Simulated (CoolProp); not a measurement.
Computed with CoolProp (reference Helmholtz-energy equation of state, Platzer 1990). This equation is an older, rougher fit; its heat capacities, sound speeds and derivatives of the liquid may be far off and weren't checked against measurements.

Q: Give the vapour pressure (kPa), liquid density (kg/m³), enthalpy of vaporisation (kJ/kg), vapour Z of saturated R21 at 36.85, 52.95 °C.

A: 
```csv
T (°C),p (kPa),liquid density (kg/m³),enthalpy of vaporisation (kJ/kg),vapour Z
36.85,268,1340,223,0.930
52.95,431,1300,213,0.905
```
